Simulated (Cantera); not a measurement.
Input (Python, Cantera):

```python
import numpy as np
import cantera as ct

gas = ct.Solution("gri30.yaml", transport_model="multicomponent")
show = ['H2', 'C2H2', 'H']

rows = []
print(f"{'T/K':>7s}{'rho':>11s}{'cp':>10s}{'mu':>11s}{'lambda':>11s}{'Pr':>7s}" + "".join(f"{'D_' + s:>11s}" for s in show))
for T in [400, 550, 700, 850, 1000, 1150]:
    gas.TPX = T, 310, {'C2H2': 0.84, 'CO': 0.81, 'N2': 0.75, 'H2O': 0.38}
    Pr = gas.cp_mass * gas.viscosity / gas.thermal_conductivity
    D = [gas.mix_diff_coeffs_mole[gas.species_index(s)] for s in show]
    rows.append([gas.density, gas.cp_mass, gas.viscosity, gas.thermal_conductivity, Pr, *D])
    print(f"{T:7g}{gas.density:11.4e}{gas.cp_mass:10.1f}{gas.viscosity:11.4e}"
          f"{gas.thermal_conductivity:11.4e}{Pr:7.3f}" + "".join(f"{d:11.4e}" for d in D))
print("SI units: kg/m3, J/kg/K, Pa s, W/m/K, m2/s")
```

It prints:

```
    T/K        rho        cp         mu     lambda     Pr       D_H2     D_C2H2        D_H
    400 2.4281e-03    1395.1 1.8060e-05 3.4967e-02  0.721 3.9202e-02 9.2683e-03 6.1429e-02
    550 1.7659e-03    1488.8 2.3151e-05 4.7868e-02  0.720 6.7322e-02 1.6371e-02 1.0789e-01
    700 1.3875e-03    1569.5 2.7710e-05 6.0366e-02  0.720 1.0097e-01 2.4942e-02 1.6380e-01
    850 1.1426e-03    1646.0 3.1892e-05 7.2777e-02  0.721 1.3968e-01 3.4838e-02 2.2827e-01
   1000 9.7122e-04    1714.7 3.5789e-05 8.4965e-02  0.722 1.8311e-01 4.5959e-02 3.0066e-01
   1150 8.4454e-04    1774.3 3.9462e-05 9.6829e-02  0.723 2.3101e-01 5.8228e-02 3.8051e-01
SI units: kg/m3, J/kg/K, Pa s, W/m/K, m2/s
```

Computed with Cantera and GRI-Mech 3.0 (53 species, 325 reactions). Polar gases are described roughly by these parameters. The composition is frozen, though it would react at the higher temperatures.
